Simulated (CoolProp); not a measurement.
Vapour-liquid equilibrium of R134a (1) + R236FA (2) at -41.75 °C; x and y are mole fractions of (1).

Values from CoolProp's multi-fluid Helmholtz-energy mixture model, Tillner-Roth 1994 and Pan 2012; pair parameters Bell 2016.

| x | bubble pressure, mixture model (MPa) | bubble pressure, Raoult's law (MPa) | y, mixture model | y, Raoult's law |
|---|---|---|---|---|
| 0.05 | (withheld) | 0.01483 | 0.155 | 0.157 |
| 0.15 | (withheld) | 0.01818 | 0.380 | 0.385 |
| 0.25 | (withheld) | 0.02154 | (withheld) | 0.542 |
| 0.35 | 0.02472 | 0.02489 | 0.650 | 0.656 |
| 0.45 | 0.02804 | 0.02824 | (withheld) | 0.744 |
| 0.55 | 0.03138 | 0.03159 | 0.808 | 0.813 |
| 0.65 | (withheld) | 0.03494 | 0.865 | 0.868 |
| 0.75 | 0.03813 | 0.03830 | 0.912 | 0.914 |
| 0.85 | 0.04154 | 0.04165 | 0.952 | 0.953 |
| 0.95 | 0.04496 | 0.04500 | 0.985 | 0.985 |

Problem. Some entries are withheld; supply them.

Solution. 
- 0.05, bubble pressure, mixture model (MPa): 0.01482
- 0.15, bubble pressure, mixture model (MPa): 0.01813
- 0.25, bubble pressure, mixture model (MPa): 0.02142
- 0.25, y, mixture model: 0.536
- 0.45, y, mixture model: 0.738
- 0.65, bubble pressure, mixture model (MPa): 0.03474

The largest gap from Raoult's law is -0.7 % in bubble pressure, at x = 0.45. No azeotrope shows between x = 0.05 and 0.95.

The pair parameters rest on a limited set of measurements; away from them the model extrapolates.
